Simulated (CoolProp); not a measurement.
Aqueous lithium chloride as a coolant, at 40 °C, 1 atm.

Model: Melinder's fits for secondary coolants, in CoolProp.

| mass % | freezing point (°C) | density (kg/m³) | cp (kJ/(kg K)) | viscosity (mPa s) | Prandtl number |
|---|---|---|---|---|---|
| 3.1 | -2.8 | 1010 | 4.017 | 0.732 | 4.73 |
| 4.9 | -4.9 | 1020 | 3.929 | 0.777 | 4.95 |
| 6.8 | -7.4 | 1031 | 3.842 | 0.827 | 5.19 |
| 8.7 | -10.1 | 1042 | ___ | 0.882 | 5.47 |
| 10.5 | -13.1 | 1053 | 3.690 | ___ | 5.77 |
| 12.4 | -16.9 | 1064 | 3.618 | 1.01 | 6.14 |
| 14.2 | -21.5 | 1074 | 3.555 | 1.09 | 6.55 |
| 16.1 | ___ | ___ | 3.492 | 1.19 | 7.05 |
| 18 | -34.9 | 1097 | 3.433 | 1.30 | 7.63 |
| 19.8 | -42.9 | 1107 | 3.382 | 1.42 | 8.26 |
| 21.7 | ___ | 1119 | 3.333 | 1.56 | 9.02 |

**Question.** Complete the blanks.

**Answer.** 
- 8.7, cp (kJ/(kg K)): 3.761
- 10.5, viscosity (mPa s): 0.942
- 16.1, freezing point (°C): -27.6
- 16.1, density (kg/m³): 1085
- 21.7, freezing point (°C): -52.1
